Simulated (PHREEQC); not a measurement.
# Acid rinse or clean: an equilibrium model

Dissolve 0.02 mol/kgw HCl, 0.000186 mol/kgw CaCl2 and 0.03 mol/kgw MgCl2 at 92 °C. Closed to the air; pH follows from the charge balance.

Computed with PHREEQC (ion-association model, phreeqc.dat).

This is a speciation only: nothing precipitates in the calculation.

**Question.** What pH does the model give?

**Answer.** pH 1.80.

Complexes and solids missing from the database can't appear. Away from 25 °C the constants follow the database's enthalpies or fits; those with neither stay at their 25 °C values.
